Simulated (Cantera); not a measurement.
Input: 1 mol PbO, 0.02 mol O2, a varied amount of H2, held at 0.000140 bar.

Cantera equilibrium calculation (NASA polynomials, part measured and part estimated; ideal gas, pure solids and liquids). Candidate condensed phases: H2O, Pb, PbO, PbO2, Pb3O4; 12 gas species. Mutual solubility and eutectic melting of coexisting phases are not modelled. Rates play no part.

### Question
What condenses at these points (T in K, n(H2) in mol): (823, 0.84); (1198, 3.6); (1273, 5.8); (1048, 2.5); (973, 3.6); (1123, 0.3); (823, 4.7)?

### Answer
| T (K) | n(H2) in mol | condensed phases | Pb condensed (%) |
|---|---|---|---|
| 823 | 0.84 | Pb + PbO | 99.9 |
| 1198 | 3.6 | gas only | 0.0 |
| 1273 | 5.8 | gas only | 0.0 |
| 1048 | 2.5 | gas only | 0.0 |
| 973 | 3.6 | Pb | 76.0 |
| 1123 | 0.3 | PbO | 69.0 |
| 823 | 4.7 | Pb | 99.5 |
